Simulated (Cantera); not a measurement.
An isothermal, constant-pressure homogeneous reactor starts with C2H6 : O2 : N2 : H2O = 0.015 : 0.02 : 1 : 0.089 (molar parts), at 1275 K and 3750 Torr.

Detailed kinetics in Cantera: GRI-Mech 3.0 (53 species, 325 reactions). The temperature is held fixed by assumption; the heat of reaction is taken as removed at once.

Task: Predict: x(C2H6) at 30.0 s; x(H2O) at 30.0 s.

Result: 
| Quantity | Result |
|---|---|
| x(C2H6) at 30.0 s | 2.91e-6 (gas-phase equilibrium <1e-12) |
| x(H2O) at 30.0 s | 0.0825 (gas-phase equilibrium 0.0721) |
